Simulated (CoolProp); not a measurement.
Vapour-liquid equilibrium of benzene (1) + dimethyl carbonate (2) at 337.9 K; x and y are mole fractions of (1).

Model: multi-fluid Helmholtz-energy mixture model, Thol 2012 and Zhou 2011; pair parameters Bell 2016, in CoolProp.

```tsv
x	bubble pressure (kPa)	y at the bubble point	dew pressure at overall composition x (kPa)	liquid density (mol/L)
0.05	44.14	0.095	43.09	11.17
0.2	49.54	0.311	46.69	11.06
0.35	53.63	0.467	50.56	10.96
0.5	56.74	0.594	54.47	10.87
0.65	59.07	0.709	57.94	10.79
0.8	60.68	0.825	60.41	10.71
0.95	61.55	0.952	61.54	10.65
```

No azeotrope shows between x = 0.05 and 0.95.

Pair parameters are fitted to limited data, so mixtures are less certain than the pure fluids.
